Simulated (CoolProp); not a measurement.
Aqueous sodium chloride as a coolant, at 26 °C, 1 atm.

The numbers come from the Melinder's fits for secondary coolants in CoolProp.

```
mass %  freezing point (°C)  Prandtl number  density (kg/m³)  cp (kJ/(kg K))  conductivity (W/(m K))
------  -------------------  --------------  ---------------  --------------  ----------------------
2.7                    -1.6            6.05             1016           4.040                   0.606
4.7                    -2.9            6.14             1030           3.947                   0.604
6.7                    -4.2            6.26             1044             ___                   0.602
8.8                    -5.7            6.41             1060           3.776                   0.600
10.8                   -7.2            6.57             1074           3.701                   0.598
12.8                   -8.9            6.76             1089           3.631                   0.595
14.8                  -10.7            6.98             1104           3.566                   0.593
16.8                  -12.7            7.25             1120           3.505                   0.591
18.9                  -15.1            7.59             1136           3.445                     ___
20.9                    ___            7.98             1152           3.393                   0.586
```

**Question.** Some entries are withheld; supply them.

**Answer.** 
- 6.7, cp (kJ/(kg K)): 3.861
- 18.9, conductivity (W/(m K)): 0.589
- 20.9, freezing point (°C): -17.6
